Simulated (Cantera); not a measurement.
A perfectly stirred reactor is fed with 7.28 % CO, 3.71 % H2, 1.02 % CH4, 8.59 % O2, 79.4 % N2, at 5.00 bar; it is adiabatic with a 475 K inlet, and is followed from long to short residence time, starting on the burning branch (τ in s: 0.025, 0.012, 0.0055, 0.0026, 0.0012, 0.00057, 0.00027, 0.00013, 5.9e-05, 2.8e-05, 1.3e-05).

Cantera simulation using GRI-Mech 3.0 (53 species, 325 reactions); the numbers are that mechanism's predictions, not measurements.

Question: Predict: blow-out, bracketed by the residence times tried; x(CO) at τ = 25.0 ms; x(H2) at τ = 25.0 ms; x(CH4) at τ = 25.0 ms; x(CH3) at τ = 25.0 ms; x(NO) at τ = 25.0 ms; x(CO) at τ = 0.570 ms; x(H2) at τ = 0.570 ms; x(CH4) at τ = 0.570 ms; x(CH3) at τ = 0.570 ms; x(NO) at τ = 0.570 ms.

Answer: 
```
Property                                                                         Value
------------------------------------------------  ------------------------------------
blow-out, bracketed by the residence times tried  burning at 0.570 ms, out at 0.270 ms
x(CO) at τ = 25.0 ms                                                           0.00137
x(H2) at τ = 25.0 ms                                                          0.000196
x(CH4) at τ = 25.0 ms                                                          5.85e-6
x(CH3) at τ = 25.0 ms                                                          9.34e-7
x(NO) at τ = 25.0 ms                                                           1.08e-5
x(CO) at τ = 0.570 ms                                                           0.0147
x(H2) at τ = 0.570 ms                                                          0.00158
x(CH4) at τ = 0.570 ms                                                        0.000103
x(CH3) at τ = 0.570 ms                                                         8.22e-6
x(NO) at τ = 0.570 ms                                                          5.94e-6
```
